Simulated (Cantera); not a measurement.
Input: 1 mol acetone, 1.2 mol CO2, 3.6 mol N2, equilibrated at 1.33 mbar.

Cantera equilibrium calculation (NASA polynomials, part measured and part estimated; ideal gas, pure solids and liquids). Candidate condensed phases: C, C6H6, C7H8, C8H18, H2O; 136 gas species. The feed counts by its element totals alone. Rates play no part.

What share of the C ends up in condensed phases as a function of T (K), at 875, 1075, 1275, 1475, 1675, 1875, 2075, 2275, 2475, 2675, 2875?


| T (K) | C condensed (%) | as |
|---|---|---|
| 875 | 19.6 | C(graphite) |
| 1075 | 19.1 | C(graphite) |
| 1275 | 19.0 | C(graphite) |
| 1475 | 19.0 | C(graphite) |
| 1675 | 18.8 | C(graphite) |
| 1875 | 18.3 | C(graphite) |
| 2075 | 17.3 | C(graphite) |
| 2275 | 15.7 | C(graphite) |
| 2475 | 13.5 | C(graphite) |
| 2675 | 6.6 | C(graphite) |
| 2875 | 0.0 | - |
